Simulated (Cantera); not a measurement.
Feed: 1 mol SiCl4, 4.1 mol NH3, 12 mol N2, held at 26000 Pa.

These are equilibrium values from Cantera (NASA tables, ideal gas, pure condensed phases), not measurements of a reactor. Candidate condensed phases: NH4Cl, Si, Si3N4; 28 gas species. Equilibrium is a limit: real reactors are often held back by kinetics, nucleation or transport.

Q: At 925 K, list the 4 most abundant gas species with their mole fractions, and the condensed phases.

A: N2 0.627, H2 0.205, HCl 0.162, SiCl4 0.00598. Condensed: Si3N4(s).
